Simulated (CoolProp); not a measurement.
Methanol along the isotherm 470.1 K: fugacity coefficient from the reference equation and from simpler models built on Tc = 513.4 K, pc = 8.216 MPa, ω = 0.565; each cubic takes its own stable root.

Model: reference Helmholtz-energy equation of state, de Reuck 1993, in CoolProp.

```tsv
p (MPa)	phase	reference
0.26	gas	0.9854
0.462	gas	0.9740
0.822	gas	0.9533
1.46	gas	0.9156
2.6	gas	0.8440
4.62	liquid	0.6340
8.22	liquid	0.3752
14.6	liquid	0.2306
26	liquid	0.1505
46.2	liquid	0.1090
82.2	liquid	0.09371
```

Problem. How far does each simpler model (van der Waals, Redlich-Kwong, Soave-Redlich-Kwong, Peng-Robinson) lie from the reference over these 11 states: mean and median of the absolute difference, and the worst?

Solution. 
- van der Waals: mean 53.7 %, median 25.1 %, worst +231.1 % at 470.1 K and 82.2 MPa
- Redlich-Kwong: mean 24.8 %, median 19.6 %, worst +87.3 % at 470.1 K and 82.2 MPa
- Soave-Redlich-Kwong: mean 11.4 %, median 5.2 %, worst +51.5 % at 470.1 K and 82.2 MPa
- Peng-Robinson: mean 6.2 %, median 2.4 %, worst +27.8 % at 470.1 K and 82.2 MPa

At some of these states van der Waals, Redlich-Kwong gives the other phase, because its saturation line lies elsewhere.
